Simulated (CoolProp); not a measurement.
Vapour-liquid equilibrium of CHF3 (R23) (1) + R143a (2) at -18.15 °C; x and y are mole fractions of (1).

Computed with CoolProp (multi-fluid Helmholtz-energy mixture model, Penoncello 2003 and Lemmon and Jacobsen 2000; pair parameters Bell 2016).

Task: Give the bubble pressure and the first vapour's composition at x = 0.125, 0.5, 0.575. Is there an azeotrope?

Result: x = 0.125: 4.523 bar, y = 0.324; x = 0.5: 8.743 bar, y = 0.777; x = 0.575: 9.627 bar, y = 0.823. No azeotrope shows between x = 0.05 and 0.95.

Pair parameters are fitted to limited data, so mixtures are less certain than the pure fluids.
